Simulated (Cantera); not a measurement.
Cantera run:

```python
import numpy as np
import cantera as ct

gas_names = """
    H HNO HNO2 HNO3 HO2 H2 H2O H2O2 N NH NH2 NH3 NH2OH NO NO2 NO3 N2 N2H2 N2H4 N2O O OH O2 O3
""".split()
cond_names = """
    H2O(s) H2O(L)
""".split()


# ... load() reads the species with a 1 bar reference pressure and builds the phases ...
atoms = {
    'H2O': {'H': 2, 'O': 1},
    'N2': {'N': 2},
}
top_T = {}  # K; cautious upper limits of use, not melting points


# ... equilibrate(T, P, feed) seeds the gas with the atoms and calls Mixture.equilibrate('TP', solver="vcs", rtol=1e-11, max_steps=5000) ...
results = []
feed = {'H2O': 1, 'N2': 11}  # mol
P = 110  # Pa
for T in [1723, 1773, 1823, 1873, 1923, 1973, 2023, 2073]:
    mix = equilibrate(T, P, feed)
    results.append((T, P, feed, dict(zip(mix.species_names, mix.species_moles))))

top = {s: max(r[3][s] / sum(r[3][g] for g in gas_names) for r in results) for s in gas_names}
cols = sorted((s for s in top if top[s] > 1e-05), key=lambda s: -top[s])[:6]
seen = [c for c in cond_names if any(r[3].get(c, 0) > 1e-12 for r in results)]
print("log10 of partial pressures in bar; condensed amounts in mol")
print(f"{'T/K':>10s}" + "".join(f"{s[:9]:>10s}" for s in cols + seen))
for T, P, feed, n in results:
    ng = sum(n[g] for g in gas_names)
    print(f"{T:10.4g}" + "".join(f"{np.log10(max(n[s] / ng * P / 1e5, 1e-99)):10.3f}" for s in cols)
          + "".join(f"{n.get(c, 0):10.4g}" for c in seen))
```

Output:

```
log10 of partial pressures in bar; condensed amounts in mol
       T/K        N2       H2O        H2         H        O2        OH
      1723    -2.997    -4.052    -5.633    -6.555    -6.026    -6.235
      1773    -2.997    -4.058    -5.493    -6.293    -5.888    -6.065
      1823    -2.998    -4.066    -5.364    -6.045    -5.758    -5.904
      1873    -2.998    -4.076    -5.243    -5.812    -5.636    -5.755
      1923    -2.999    -4.090    -5.131    -5.592    -5.523    -5.616
      1973    -3.000    -4.109    -5.029    -5.385    -5.418    -5.486
      2023    -3.002    -4.133    -4.937    -5.190    -5.322    -5.368
      2073    -3.004    -4.164    -4.855    -5.007    -5.235    -5.260
```

Method: chemical equilibrium by Gibbs-energy minimisation in Cantera with the NASA 1993 tables (ideal gas, pure condensed phases).
